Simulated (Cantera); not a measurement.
A diamond (100) surface in a fixed gas of H2 with x(CH4) = 0.002, x(H) = 0.00066, x(CH3) = 0.00012, at 1350 K; coverages are run to steady state.

Cantera simulation using the Harris–Goodwin 1993 mechanism for the reconstructed diamond (100) surface; the numbers are that mechanism's predictions, not measurements.

One state of this run: growth (µm/h) = 0.593; θ c6HH = 0.443; θ c6H* = 0.0489; θ c6*H = 0.482; θ c6** = 0.0241; θ c6HM = 0.000121. θ: site fractions in the mechanism's names (c6HH fully hydrogenated, c6H* and c6*H radical sites, c6** diradical, c6HM methylated).

Task: Which value of P (Pa) does it belong to?
A. 12000
B. 1000
C. 1500
D. 7800

Result: D, 7800
